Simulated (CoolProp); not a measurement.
The numbers come from the reference Helmholtz-energy equation of state, Lemmon 2006 in CoolProp. It is a short technical equation, of lower accuracy than the large ones.

Task: For n-nonane, give the phase and the Z, Prandtl number, fugacity coefficient at 316.4 K and 6540 kPa; 327.4 K and 6540 kPa; 338.4 K and 6540 kPa.

Result: 
- 316.4 K and 6540 kPa: liquid; Z 0.452, Prandtl number 10.3, fugacity coefficient 0.000406
- 327.4 K and 6540 kPa: liquid; Z 0.442, Prandtl number 9.50, fugacity coefficient 0.000712
- 338.4 K and 6540 kPa: liquid; Z 0.433, Prandtl number 8.87, fugacity coefficient 0.00119

Viscosity comes from a separate model (Huber 2004). Thermal conductivity comes from a separate model (Huber 2005).
